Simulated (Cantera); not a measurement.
# Ammonia decomposition in nitride growth gas

A perfectly stirred reactor is fed with 65.4 % NH₃, 33.4 % H₂, 1.24 % N₂, at 150000 Pa; it is held at 1798 K, and followed from long to short residence time.

Detailed kinetics in Cantera: the gas-phase N/H chemistry of the illustrative SiF4/NH3 mechanism in the Surface Chemkin manual (1991). Walls and surfaces, which speed up NH3 decomposition in real reactors, are not modelled.

| τ (s) | x NH₃ | x H₂ | x NH | x N | x N₂ | x N₂H₄ |
|---|---|---|---|---|---|---|
| 0.49 | 0.263 | 0.609 | 1.51e-6 | 6.59e-8 | 0.128 | 9.82e-8 |
| 0.22 | 0.372 | 0.532 | 1.78e-6 | 7.00e-8 | 0.0954 | 1.66e-7 |
| 0.096 | 0.482 | 0.455 | 1.98e-6 | 7.10e-8 | 0.0631 | 2.41e-7 |
| 0.043 | 0.560 | 0.399 | 2.08e-6 | 7.03e-8 | 0.0399 | 3.00e-7 |
| 0.019 | 0.608 | 0.366 | 2.13e-6 | 6.92e-8 | 0.0258 | 3.36e-7 |
| 0.0084 | 0.633 | 0.348 | 2.14e-6 | 6.76e-8 | 0.0186 | 3.51e-7 |
| 0.0037 | 0.644 | 0.340 | 2.10e-6 | 6.51e-8 | 0.0151 | 3.52e-7 |
| 0.0016 | 0.650 | 0.336 | 1.99e-6 | 5.99e-8 | 0.0135 | 3.37e-7 |
| 0.00072 | 0.652 | 0.335 | 1.76e-6 | 5.01e-8 | 0.0128 | 2.98e-7 |
x: mole fraction; the columns are a selection and need not sum to one.
